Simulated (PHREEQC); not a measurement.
Make-up at 20 °C: 0.041 mol ZnSO4 and 0.0051 mol Na2SO4 per kg of water. Closed to the air; pH follows from the charge balance.

Equilibrium calculation in PHREEQC: ion-association model, phreeqc.dat.

This is a speciation only: nothing precipitates in the calculation.

Predict the pH, density.

pH 5.72; density 1.005 g/cm³.

In which forms is S present?

SO4-2 51 %, ZnSO4 34 %, Zn(SO4)2-2 14 %, NaSO4- 0.9 % of the S.

Complexes and solids missing from the database can't appear.
